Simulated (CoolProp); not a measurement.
Water at several states: density (kg/m³) from the reference equation and from simpler models built on Tc = 647.1 K, pc = 22060 kPa, ω = 0.344; each cubic takes its own stable root.

The numbers come from the reference Helmholtz-energy equation of state, Wagner 2002 in CoolProp.

```csv
T (K),p (kPa),phase,reference,ideal gas,van der Waals,Redlich-Kwong,Soave-Redlich-Kwong
509.6,2070,gas,9.673,8.801,___,9.423,9.507
581.2,601,gas,2.272,2.241,2.264,2.269,2.271
652.4,34300,supercritical,568.7,___,316.4,___,375.8
765.5,55.2,gas,0.1563,0.1562,0.1563,0.1563,0.1563
716.5,16500,gas,___,___,62.75,63.37,61.77
```

**Question.** Fill in the missing entries.

**Answer.** 
- 509.6, van der Waals: 9.277
- 652.4, ideal gas: 113.9
- 652.4, Redlich-Kwong: 379.1
- 716.5, reference: 62.22
- 716.5, ideal gas: 49.90
